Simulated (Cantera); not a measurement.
**SiCl4 + H2 (silicon epitaxy and polysilicon growth)**

A closed system holds: 1 mol SiCl4, a varied amount of H2, at 1748 K and 0.940 bar.

Equilibrium computed with Cantera from the NASA thermochemical tables; the gas is ideal and each condensed phase is pure. Candidate condensed phases: Si; 19 gas species. The tables' values for SiCl3, SiCl are old estimates; treat these amounts as uncertain. Gases not in the tables: Si2H6 and higher silanes. Equilibrium is a limit: real reactors are often held back by kinetics, nucleation or transport.

At 10 mol H2 nothing is condensed. From 17 mol H2 to 970 mol H2 the condensed part is Si(l). The main Si-bearing gas is SiCl2 throughout. The share of Si in condensed phases is highest at 970 mol H2 (92.1 %) and lowest at 10 mol H2 (0.0 %).

```csv
n(H2) (mol),x H2,x HCl,x SiCl2,x SiCl3,x SiHCl3,x SiCl4,n Si(l)
10,0.761,0.155,0.0723,0.00797,0.00169,0.00157,0
17,0.843,0.107,0.0451,0.00325,0.000726,0.000418,0.0569
28,0.894,0.0802,0.0240,0.00126,0.000289,0.000118,0.227
46,0.930,0.0576,0.0119,0.000441,0.000103,2.91e-5,0.396
77,0.955,0.0393,0.00538,0.000134,3.18e-5,5.95e-6,0.556
130,0.972,0.0256,0.00225,3.62e-5,8.69e-6,1.04e-6,0.690
210,0.982,0.0169,0.000966,1.02e-5,2.46e-6,1.92e-7,0.784
350,0.989,0.0106,0.000378,2.49e-6,6.02e-7,2.93e-8,0.855
580,0.993,0.00657,0.000145,5.93e-7,1.44e-7,4.32e-9,0.898
970,0.996,0.00400,5.37e-5,1.33e-7,3.24e-8,5.91e-10,0.921
```
x: gas mole fraction; n: condensed amount in mol.
